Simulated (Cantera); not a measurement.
What does this Cantera script print?

```python
import numpy as np
import cantera as ct

gas_names = """
    B BCL BCL2 BCL3 BH BH2 BH3 BN BO BOCL BO2 B2 B2O B2O2 B2O3 B3O3CL3 B3O3H3 CL CLO CL2 H HBO HBO2 HCL
    HNO HNO2 HNO3 HOCL HO2 H2 H2O H2O2 H3B3O6 N NH NH2 NH3 NH2OH NO NO2 NO3 N2 N2H2 N2H4 N2O O OH O2 O3
""".split()
cond_names = """
    B(b) B(L) BN(s) B2O3(L) B3O3H3(cr) H2O(s) H2O(L) NH4CL(a) NH4CL(b)
""".split()


def load(file, names, dense=False):
    # The tables refer to 1 bar. Condensed volumes are neglected.
    table = {s.name: s for s in ct.Species.list_from_file(file)}
    out = []
    for n in names:
        d = dict(table[n].input_data)
        d["thermo"] = dict(d["thermo"], **{"reference-pressure": 1e5})
        if dense:
            d["equation-of-state"] = {"model": "constant-volume", "density": "1e6 g/cm^3"}
        out.append(ct.Species.from_dict(d))
    return out


gas = ct.Solution(thermo="ideal-gas", species=load("nasa_gas.yaml", gas_names))
cond = {s.name: ct.Solution(thermo="fixed-stoichiometry", species=[s], name=s.name)
        for s in load("nasa_condensed.yaml", cond_names, dense=True)}
atoms = {
    'BCl3': {'B': 1, 'CL': 3},
    'H2O': {'H': 2, 'O': 1},
    'N2': {'N': 2},
    'NH3': {'N': 1, 'H': 3},
}
top_T = {'BN(s)': 3200}  # K; cautious upper limits of use, not melting points


def equilibrate(T, P, feed):
    n = {}
    for name, mol in feed.items():
        for a, k in atoms[name].items():
            n[a] = n.get(a, 0.0) + k * mol
    gas.TPX = T, P, n
    mass = sum(n.values()) * gas.mean_molecular_weight
    gas.equilibrate("TP")
    valid = [c for c in cond.values() if c.min_temp <= T <= top_T.get(c.name, c.max_temp)]
    mix = ct.Mixture([(gas, mass / gas.mean_molecular_weight)] + [(c, 0.0) for c in valid])
    mix.T, mix.P = T, P
    mix.equilibrate("TP", solver="vcs", rtol=1e-11, max_steps=5000)
    return mix


results = []
feed = {'BCl3': 1, 'H2O': 3.3, 'N2': 1.4, 'NH3': 1.3}  # mol
P = 133.322  # Pa
for T in [1773, 1798, 1823, 1848, 1873, 1898, 1923, 1948, 1973, 1998, 2023, 2048]:
    mix = equilibrate(T, P, feed)
    results.append((T, P, feed, dict(zip(mix.species_names, mix.species_moles))))

top = {s: max(r[3][s] / sum(r[3][g] for g in gas_names) for r in results) for s in gas_names}
cols = sorted((s for s in top if top[s] > 1e-06), key=lambda s: -top[s])[:9]
seen = [c for c in cond_names if any(r[3].get(c, 0) > 1e-12 for r in results)]
print("log10 of partial pressures in bar; condensed amounts in mol")
print(f"{'T/K':>10s}" + "".join(f"{s[:9]:>10s}" for s in cols + seen))
for T, P, feed, n in results:
    ng = sum(n[g] for g in gas_names)
    print(f"{T:10.4g}" + "".join(f"{np.log10(max(n[s] / ng * P / 1e5, 1e-99)):10.3f}" for s in cols)
          + "".join(f"{n.get(c, 0):10.4g}" for c in seen))
```

Result:

```
log10 of partial pressures in bar; condensed amounts in mol
       T/K       HCL        N2        H2       H2O      HBO2        CL         H      B2O3        OH
      1773    -3.375    -3.534    -3.555    -3.715    -3.889    -5.257    -5.324    -5.218    -6.691
      1798    -3.376    -3.534    -3.555    -3.715    -3.891    -5.168    -5.231    -5.202    -6.573
      1823    -3.378    -3.535    -3.556    -3.715    -3.894    -5.081    -5.141    -5.187    -6.457
      1848    -3.381    -3.535    -3.556    -3.715    -3.897    -4.998    -5.054    -5.173    -6.345
      1873    -3.384    -3.536    -3.557    -3.715    -3.900    -4.916    -4.969    -5.160    -6.236
      1898    -3.387    -3.537    -3.558    -3.715    -3.904    -4.838    -4.886    -5.148    -6.130
      1923    -3.391    -3.538    -3.558    -3.715    -3.908    -4.762    -4.805    -5.137    -6.027
      1948    -3.396    -3.539    -3.559    -3.716    -3.912    -4.689    -4.727    -5.126    -5.927
      1973    -3.402    -3.540    -3.560    -3.717    -3.917    -4.618    -4.650    -5.117    -5.829
      1998    -3.408    -3.542    -3.562    -3.718    -3.922    -4.550    -4.576    -5.109    -5.734
      2023    -3.415    -3.544    -3.563    -3.720    -3.928    -4.484    -4.503    -5.102    -5.642
      2048    -3.423    -3.546    -3.565    -3.722    -3.935    -4.421    -4.432    -5.096    -5.552
```

These are equilibrium values from Cantera (NASA tables, ideal gas, pure condensed phases), not measurements of a reactor. The tables' values for BOCl are old estimates; treat these amounts as uncertain.
